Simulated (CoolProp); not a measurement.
Vapour-liquid equilibrium of R125 (1) + propylene (2) at 301.3 K; x and y are mole fractions of (1).

The numbers come from the multi-fluid Helmholtz-energy mixture model, Lemmon 2005 and Lemmon 2013; pair parameters Bell 2016 in CoolProp.

```
x     bubble pressure (kPa)  y at the bubble point  dew pressure at overall composition x (kPa)  liquid density (mol/L)
----  ---------------------  ---------------------  -------------------------------------------  ----------------------
0.05                   1341                  0.098                                         1294                   11.70
0.15                   1483                  0.239                                         1393                   11.32
0.25                   1581                  0.340                                         1494                   10.97
0.35                   1647                  0.421                                         1590                   10.66
0.45                   1688                  0.494                                         1665                   10.39
0.55                   1708                  0.564                                         1706                   10.17
0.65                   1707                  0.636                                         1705                  10.000
0.75                   1684                  0.717                                         1669                   9.877
0.85                   1634                  0.811                                         1609                   9.798
0.95                   1552                  0.929                                         1535                   9.758
```

y crosses x between x = 0.55 and 0.65: the model has an azeotrope there.

Pair parameters are fitted to limited data, so mixtures are less certain than the pure fluids.
